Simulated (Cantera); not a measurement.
A closed system holds: 1 mol SiHCl3, 3.4 mol NH3, at 2073 K and 1000 Pa.

These are equilibrium values from Cantera (NASA tables, ideal gas, pure condensed phases), not measurements of a reactor. Candidate condensed phases: NH4Cl, Si, Si3N4; 28 gas species. The tables' values for SiCl, SiCl3, SiN are old estimates; treat these amounts as uncertain. Gases not in the tables: Si2H6 and higher silanes. The numbers say what is thermodynamically allowed, not how fast it happens.

Base state: H2 0.538, N2 0.188, HCl 0.147, SiCl2 0.0884, H 0.0193, Si 0.00997, SiCl 0.00423, Cl 0.00389 (mole fractions); condensed: Si(l).

Q: What changes in the equilibrium state with this change: temperature from 2073 K to 875 K?

A: 
```
species         before    after
-------------  -------  -------
H2               0.538    0.536
HCl              0.147    0.313
N2               0.188    0.137
SiCl2           0.0884  1.68e-8
H               0.0193    <1e-9
SiCl4          1.18e-6   0.0145
Si             0.00997    <1e-9
SiCl           0.00423    <1e-9
Cl             0.00389    <1e-9
Si(l), mol      0.0617        0
Si3N4(s), mol        0    0.294
```

Q: What changes in the equilibrium state with this change: NH3 from 3.4 to 47 mol?

A: 
```
species       before     after
----------  --------  --------
H2             0.538     0.701
N2             0.188     0.240
HCl            0.147    0.0263
SiCl2         0.0884   0.00160
H             0.0193    0.0220
Si           0.00997   0.00731
SiCl3       0.000318   9.04e-7
SiCl         0.00423  0.000487
Cl           0.00389  0.000611
Si3          2.53e-5   1.00e-5
Si2         0.000122   6.58e-5
Si(l), mol    0.0617         0
```
The tables' values for SiCl, SiN are old estimates; treat these amounts as uncertain.

Q: What changes in the equilibrium state with this change: temperature from 2073 K to 1450 K?

A: 
| species | before | after |
|---|---|---|
| H2 | 0.538 | 0.530 |
| HCl | 0.147 | 0.292 |
| N2 | 0.188 | 0.146 |
| SiCl2 | 0.0884 | 0.0257 |
| H | 0.0193 | 6.89e-5 |
| Si | 0.00997 | 1.59e-8 |
| Si2 | 0.000122 | <1e-9 |
| Si2N | 0.000117 | <1e-9 |
| SiN | 9.52e-5 | <1e-9 |
| Si(l), mol | 0.0617 | 0 |
| Si3N4(s), mol | 0 | 0.247 |
The tables' values for SiCl3 are old estimates; treat these amounts as uncertain.
